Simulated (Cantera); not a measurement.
A Cantera script and what it prints.

```python
import numpy as np
import cantera as ct

gas_names = """
    C CN CO CO2 C2 CCN CNC C2N2 C2O C3 C3O2 C4 C4N2 C5 N NCO NO NO2 NO3 N2 N2O O O2 O3 Pb PbO Pb2
""".split()
cond_names = """
    C(gr) Pb(cr) Pb(L) PbO(rd) PbO(yw) PbO(L) PbO2(s) Pb3O4(s)
""".split()


# ... load() reads the species with a 1 bar reference pressure and builds the phases ...
atoms = {
    'PbO': {'Pb': 1, 'O': 1},
    'C': {'C': 1},
    'N2': {'N': 2},
}
top_T = {'C(gr)': 4500, 'Pb3O4(s)': 820}  # K; cautious upper limits of use, not melting points


# ... equilibrate(T, P, feed) seeds the gas with the atoms and calls Mixture.equilibrate('TP', solver="vcs", rtol=1e-11, max_steps=5000) ...
results = []
feed = {'PbO': 1, 'C': 0.75, 'N2': 0.51}  # mol
T = 1098.15  # K
P = 600000  # Pa
mix = equilibrate(T, P, feed)
results.append((T, P, feed, dict(zip(mix.species_names, mix.species_moles))))
print(gas.report(threshold=1e-05))
for i in range(1, mix.n_phases):
    print(f"{mix.phase(i).name:16s} {mix.phase_moles(i):12.5e} mol")
```

Result:

```
       temperature   1098.2 K
          pressure   6e+05 Pa
           density   2.0496 kg/m^3
  mean mol. weight   31.189 kg/kmol
   phase of matter   gas

                          1 kg             1 kmol
                     ---------------   ---------------
          enthalpy       -3.0245e+06       -9.4334e+07  J
   internal energy       -3.3173e+06       -1.0346e+08  J
           entropy            7574.1        2.3623e+05  J/K
    Gibbs function       -1.1342e+07       -3.5375e+08  J
 heat capacity c_p            1209.8             37734  J/K
 heat capacity c_v            943.27             29420  J/K

                      mass frac. Y      mole frac. X     chem. pot. / RT
                     ---------------   ---------------   ---------------
                CO           0.35637           0.39682           -37.089
               CO2           0.27996           0.19841           -71.682
                N2           0.36355           0.40475           -24.222
                Pb        0.00012969        1.9521e-05           -10.205
     [  +23 minor]        3.8159e-09        3.3418e-10

C(gr)             0.00000e+00 mol
Pb(L)             9.99975e-01 mol
PbO(yw)           0.00000e+00 mol
PbO2(s)           0.00000e+00 mol
```

These are equilibrium values from Cantera (NASA tables, ideal gas, pure condensed phases), not measurements of a reactor.
